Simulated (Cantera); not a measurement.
# Calcination and drying: Mg(OH)2 + CO2 + H2S

A closed system holds: 1 mol Mg(OH)2, 0.2 mol CO2, 0.46 mol H2S, held at 10000 Pa.

Equilibrium computed with Cantera from the NASA thermochemical tables; the gas is ideal and each condensed phase is pure. Candidate condensed phases: C, C6H6, C7H8, C8H18, H2O, H2SO4, Mg, MgCO3, MgO, Mg(OH)2, MgS, MgSO4, S; 130 gas species. Equilibrium is a limit: real reactors are often held back by kinetics, nucleation or transport.

From 1375 °C to 1825 °C the condensed part is MgO(s). The main Mg-bearing gas is Mg(OH)2 at 1375 °C and Mg at 1825 °C.

```tsv
T (°C)	x H2O	x H2	x S2	x CO	x SO2	x CO2	x H2S	x SO	x SH	n MgO(s)
1375	0.521	0.213	0.0829	0.0598	0.0320	0.0457	0.0367	0.00351	0.00367	1.000
1425	0.510	0.224	0.0812	0.0630	0.0369	0.0420	0.0315	0.00486	0.00437	1.000
1475	0.498	0.236	0.0789	0.0659	0.0418	0.0385	0.0271	0.00657	0.00514	1.000
1525	0.486	0.247	0.0761	0.0685	0.0466	0.0354	0.0234	0.00868	0.00594	1.000
1575	0.474	0.258	0.0728	0.0708	0.0513	0.0325	0.0203	0.0112	0.00679	1.000
1625	0.461	0.268	0.0692	0.0729	0.0557	0.0298	0.0176	0.0142	0.00767	1.000
1675	0.448	0.278	0.0652	0.0747	0.0598	0.0274	0.0153	0.0176	0.00855	1.000
1725	0.435	0.288	0.0610	0.0763	0.0635	0.0253	0.0133	0.0215	0.00942	1.000
1775	0.423	0.296	0.0565	0.0777	0.0668	0.0233	0.0116	0.0259	0.0103	0.999
1825	0.410	0.305	0.0519	0.0788	0.0697	0.0215	0.0100	0.0307	0.0111	0.999
```
x: gas mole fraction; n: condensed amount in mol.
